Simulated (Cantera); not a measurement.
Input: 1 mol FeS, 42 mol H2, 16 mol N2, at 1 atm.

Cantera equilibrium calculation (NASA polynomials, part measured and part estimated; ideal gas, pure solids and liquids). Candidate condensed phases: Fe, FeS, FeS2, S; 16 gas species. Metal and sulfide melt together well below either melting point, which pure phases cannot show. Mutual solubility and eutectic melting of coexisting phases are not modelled. FeS: taken at fixed stoichiometry. Gases not in the tables: S3 to S7. Kinetics and transport are ignored.

log p: log10 of the partial pressure in bar; n: condensed amount in mol.

```json
[
 {"T (K)": "873", "log p H2": "-0.13", "log p N2": "-0.55", "log p H2S": "-3.59", "log p SH": "-9.99", "n Fe(α)": "0.0147", "n FeS(s)": "0.985", "n Fe(γ)": "0", "n FeS(l)": "0", "n Fe(δ)": "0", "n Fe(l)": "0"},
 {"T (K)": "973", "log p H2": "-0.13", "log p N2": "-0.55", "log p H2S": "-3.19", "log p SH": "-8.58", "n Fe(α)": "0.0371", "n FeS(s)": "0.963", "n Fe(γ)": "0", "n FeS(l)": "0", "n Fe(δ)": "0", "n Fe(l)": "0"},
 {"T (K)": "1073", "log p H2": "-0.14", "log p N2": "-0.55", "log p H2S": "-2.86", "log p SH": "-7.42", "n Fe(α)": "0.0795", "n FeS(s)": "0.921", "n Fe(γ)": "0", "n FeS(l)": "0", "n Fe(δ)": "0", "n Fe(l)": "0"},
 {"T (K)": "1173", "log p H2": "-0.14", "log p N2": "-0.55", "log p H2S": "-2.58", "log p SH": "-6.46", "n Fe(α)": "0.151", "n FeS(s)": "(withheld)", "n Fe(γ)": "0", "n FeS(l)": "0", "n Fe(δ)": "0", "n Fe(l)": "0"},
 {"T (K)": "1273", "log p H2": "-0.14", "log p N2": "-0.55", "log p H2S": "-2.34", "log p SH": "-5.65", "n Fe(α)": "0", "n FeS(s)": "(withheld)", "n Fe(γ)": "0.260", "n FeS(l)": "0", "n Fe(δ)": "0", "n Fe(l)": "0"},
 {"T (K)": "1373", "log p H2": "-0.14", "log p N2": "-0.55", "log p H2S": "-2.15", "log p SH": "-4.96", "n Fe(α)": "0", "n FeS(s)": "(withheld)", "n Fe(γ)": "0.410", "n FeS(l)": "0", "n Fe(δ)": "0", "n Fe(l)": "0"},
 {"T (K)": "1473", "log p H2": "-0.14", "log p N2": "-0.55", "log p H2S": "-1.99", "log p SH": "-4.37", "n Fe(α)": "0", "n FeS(s)": "0", "n Fe(γ)": "0.591", "n FeS(l)": "0.409", "n Fe(δ)": "0", "n Fe(l)": "0"},
 {"T (K)": "1573", "log p H2": "-0.14", "log p N2": "-0.55", "log p H2S": "-1.92", "log p SH": "-3.93", "n Fe(α)": "0", "n FeS(s)": "0", "n Fe(γ)": "0.703", "n FeS(l)": "0.297", "n Fe(δ)": "0", "n Fe(l)": "0"},
 {"T (K)": "1673", "log p H2": "-0.14", "log p N2": "-0.55", "log p H2S": "-1.86", "log p SH": "-3.54", "n Fe(α)": "0", "n FeS(s)": "0", "n Fe(γ)": "0", "n FeS(l)": "0.173", "n Fe(δ)": "0.827", "n Fe(l)": "0"},
 {"T (K)": "1773", "log p H2": "-0.14", "log p N2": "-0.55", "log p H2S": "-1.80", "log p SH": "-3.20", "n Fe(α)": "0", "n FeS(s)": "0", "n Fe(γ)": "0", "n FeS(l)": "0.0200", "n Fe(δ)": "0.979", "n Fe(l)": "0"},
 {"T (K)": "1873", "log p H2": "-0.14", "log p N2": "-0.55", "log p H2S": "-1.82", "log p SH": "-2.96", "n Fe(α)": "0", "n FeS(s)": "0", "n Fe(γ)": "0", "n FeS(l)": "0", "n Fe(δ)": "0", "n Fe(l)": "0.995"},
 {"T (K)": "1973", "log p H2": "-0.14", "log p N2": "-0.55", "log p H2S": "-1.86", "log p SH": "-2.76", "n Fe(α)": "0", "n FeS(s)": "0", "n Fe(γ)": "0", "n FeS(l)": "0", "n Fe(δ)": "0", "n Fe(l)": "0.985"}
]
```

### Question
What belongs in the gaps?

### Answer

- 1173, n FeS(s): 0.849
- 1273, n FeS(s): 0.740
- 1373, n FeS(s): 0.590
